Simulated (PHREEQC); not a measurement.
Dissolve 0.16 mol/kgw HF, 0.0014 mol/kgw NH4F, 7.4e-05 mol/kgw H2SiF6 and 0.22 mol/kgw H2SO4 at 45 °C. Closed to the air; pH follows from the charge balance.

Computed with PHREEQC (ion-association model, phreeqc.dat).

```
quantity                    before     after
------------------------  --------  --------
ionic strength (mol/kgw)     0.261     0.262
HSO4- (mol/kgw)              0.200     0.200
SO4-2 (mol/kgw)             0.0198    0.0197
HF2- (mol/kgw)            0.000415  0.000921
SI of Quartz (SiO2)          -7.26     -8.30
```

**Question.** What was changed between the two runs?
(A) NH4F replaced by HBF4 at the same molality
(B) 0.28 mol/kgw NaOH added
(C) NH4F from 0.0014 to 0.0028 mol/kgw
(D) diluted 10-fold with water
(E) HF from 0.16 to 0.24 mol/kgw

**Answer.** E, HF from 0.16 to 0.24 mol/kgw

This is a speciation only: nothing precipitates in the calculation. At this temperature some constants are extrapolated from 25 °C, and those without enthalpy data are left unchanged. SiF6-2 is the database's only silicon fluoride.
